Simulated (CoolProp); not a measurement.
A closed Brayton cycle with carbon dioxide: compressor inlet 331.15 K and 8.4 MPa, high pressure 21 MPa, turbine inlet 825 K, compressor efficiency 0.89, turbine efficiency 0.9, recuperator effectiveness 0.8 (on enthalpy, no pinch check). Each further row changes one setting.

Model: reference Helmholtz-energy equation of state, Span 1996, in CoolProp.

| case | thermal efficiency (%) | net work (kJ/kg) | compressor to turbine work | compressor exit (K) | turbine exit (K) |
|---|---|---|---|---|---|
| as stated | 28.3 | 73.4 | 0.39 | 409.5 | 715.3 |
| turbine inlet 775 K | ___ | 65.1 | 0.42 | 409.5 | 669.3 |
| compressor inlet 341.15 K | 27.5 | ___ | 0.43 | 423.9 | 715.3 |
| high pressure 17.8 MPa | 26.3 | ___ | ___ | 395.0 | 734.6 |
| recuperator effectiveness 0.5 | 20.1 | 73.4 | 0.39 | 409.5 | 715.3 |

Problem. Some entries are withheld; supply them.

Solution. 
- turbine inlet 775 K, thermal efficiency (%): 27.1
- compressor inlet 341.15 K, net work (kJ/kg): 68.3
- high pressure 17.8 MPa, net work (kJ/kg): 62.8
- high pressure 17.8 MPa, compressor to turbine work: 0.37
